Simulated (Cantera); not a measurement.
Ignition delay

Mixture: 5.56 % CH4, 19.9 % O2, 74.6 % N2, at 38.0 bar, adiabatic and at constant pressure. Ignition delay is the time to a rise of 400 K.

Model: GRI-Mech 3.0 (53 species, 325 reactions), integrated in Cantera. The pressure lies above the range GRI-Mech 3.0 was tuned for (to about 10 atm).

```json
[
 {"T0 (K)": "1125", "delay (ms)": "2.61"},
 {"T0 (K)": "1175", "delay (ms)": "1.32"},
 {"T0 (K)": "1225", "delay (ms)": "0.709"},
 {"T0 (K)": "1275", "delay (ms)": "0.400"},
 {"T0 (K)": "1325", "delay (ms)": "0.235"},
 {"T0 (K)": "1375", "delay (ms)": "0.143"},
 {"T0 (K)": "1425", "delay (ms)": "0.0900"},
 {"T0 (K)": "1475", "delay (ms)": "0.0580"},
 {"T0 (K)": "1525", "delay (ms)": "0.0382"}
]
```

```
Item                                                     Value
--------------------------------------------------  ----------
apparent activation energy between 1425 and 1525 K  150 kJ/mol
```
